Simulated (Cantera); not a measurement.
## Gas activation for diamond growth

An isothermal, constant-pressure homogeneous reactor starts with CH4 : H2 : CO2 = 0.0053 : 1 : 0.022 (molar parts), at 2825 K and 0.0474 atm.

Computed with Cantera and GRI-Mech 3.0 (53 species, 325 reactions). Radical loss at walls, strong at low pressure, is not modelled.

```tsv
t (s)	x CH4	x H2	x CO2	x O	x HCO	x C2H2
5.00e-6	0.00501	0.973	0.0214	2.58e-8	2.99e-10	7.95e-10
1.35e-5	0.00491	0.972	0.0213	2.83e-8	1.71e-9	2.42e-8
3.64e-5	0.00468	0.969	0.0208	4.89e-8	1.83e-8	5.03e-7
9.81e-5	0.00416	0.959	0.0176	2.41e-7	1.23e-7	1.00e-5
0.000265	0.00303	0.932	0.00589	2.49e-6	4.51e-7	0.000174
0.000714	0.00107	0.905	7.86e-5	1.09e-5	5.72e-7	0.00108
0.00193	0.000190	0.885	6.47e-5	2.10e-5	2.86e-7	0.00108
0.00519	1.93e-5	0.856	6.11e-5	3.92e-5	1.30e-7	0.000112
0.0140	4.42e-11	0.796	5.93e-5	0.000107	6.37e-8	1.05e-11
0.0378	4.66e-12	0.702	5.69e-5	0.000305	4.14e-8	<1e-12
0.102	1.42e-12	0.643	5.50e-5	0.000507	3.26e-8	<1e-12
0.275	1.27e-12	0.637	5.48e-5	0.000531	3.19e-8	<1e-12
0.741	1.27e-12	0.637	5.48e-5	0.000531	3.19e-8	<1e-12
2.00	1.27e-12	0.637	5.48e-5	0.000531	3.19e-8	<1e-12
```
x: mole fraction; the columns are a selection and need not sum to one.

Equilibrium at this temperature and pressure: CH4 1.31e-12, H2 0.637, CO2 5.48e-5, O 0.000531, HCO 3.19e-8, C2H2 <1e-12 (gas phase only).
